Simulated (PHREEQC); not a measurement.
Solution (5.3 °C): 70 mmol/kgw HF, 0.35 mmol/kgw NH4HF2, 52 mmol/kgw H2SiF6 and 110 mmol/kgw H2SO4. Closed to the air; pH follows from the charge balance.

Model: ion-association model, phreeqc.dat, run in PHREEQC.

Question: The ionic strength comes out as 0.309 mol/kgw. What activity coefficients do F-, NH4SO4-, SiF6-2, NH4+, H+ get?

Answer: F- 0.68, NH4SO4- 0.74, SiF6-2 0.26, NH4+ 0.65, H+ 0.79.

Precipitation was switched off in this run. At this temperature some constants are extrapolated from 25 °C, and those without enthalpy data are left unchanged. SiF6-2 is the database's only silicon fluoride.
